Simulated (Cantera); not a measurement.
## Al + I2 + N2 (aluminium and copper etching)

Feed: 1 mol Al, 0.61 mol I2, 0.17 mol N2, held at 2.50 Pa.

Equilibrium computed with Cantera from the NASA thermochemical tables; the gas is ideal and each condensed phase is pure. Candidate condensed phases: Al, AlI3, AlN, I2; 10 gas species. Rates play no part.

| T (K) | x AlI3 | x AlI | x I | x Al2I6 | x I2 | x N2 | n Al(s) | n AlN(s) |
|---|---|---|---|---|---|---|---|---|
| 573 | 0.998 | 0.000248 | 8.31e-10 | 0.00129 | <1e-12 | <1e-12 | 0.253 | 0.340 |
| 623 | 0.998 | 0.00222 | 1.51e-8 | 0.000248 | <1e-12 | <1e-12 | 0.253 | 0.340 |
| 673 | 0.986 | 0.0142 | 1.78e-7 | 6.04e-5 | 1.98e-12 | <1e-12 | 0.249 | 0.340 |
| 723 | 0.931 | 0.0691 | 1.47e-6 | 1.64e-5 | 2.04e-11 | <1e-12 | 0.234 | 0.340 |
| 773 | 0.743 | 0.256 | 8.71e-6 | 3.77e-6 | 1.39e-10 | <1e-12 | 0.169 | 0.340 |
| 823 | 0.424 | 0.576 | 4.12e-5 | 5.03e-7 | 7.32e-10 | <1e-12 | 0 | 0.340 |
| 873 | 0.424 | 0.576 | 0.000299 | 2.30e-7 | 1.07e-8 | <1e-12 | 0 | 0.340 |
| 923 | 0.423 | 0.576 | 0.00175 | 1.14e-7 | 1.16e-7 | <1e-12 | 0 | 0.340 |
| 973 | 0.416 | 0.575 | 0.00847 | 6.01e-8 | 9.73e-7 | <1e-12 | 0 | 0.340 |
| 1023 | 0.392 | 0.573 | 0.0344 | 3.08e-8 | 6.34e-6 | 1.34e-12 | 0 | 0.340 |
| 1073 | 0.319 | 0.567 | 0.114 | 1.24e-8 | 2.99e-5 | 2.91e-10 | 0 | 0.340 |
| 1123 | 0.171 | 0.555 | 0.274 | 2.28e-9 | 8.01e-5 | 2.60e-8 | 0 | 0.340 |
| 1173 | 0.0436 | 0.545 | 0.412 | 9.94e-11 | 8.93e-5 | 7.11e-7 | 0 | 0.340 |
x: gas mole fraction; n: condensed amount in mol.

From 573 K to 773 K the condensed part is Al(s) + AlN(s). From 823 K to 1173 K the condensed part is AlN(s). The main Al-bearing gas is AlI3 at 573 K and AlI at 1173 K.
